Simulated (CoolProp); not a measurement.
Computed with CoolProp (reference Helmholtz-energy equation of state, Lemmon 2006). It is a short technical equation, of lower accuracy than the large ones.

Q: For carbonyl sulfide, give the phase and the density (kg/m³), cv (kJ/(kg K)), speed of sound (m/s), expansivity (1/kK) at 418.4 K and 8.92 MPa.

A: 
- 418.4 K and 8.92 MPa: supercritical; density 290, cv 0.766, speed of sound 205, expansivity 15.8
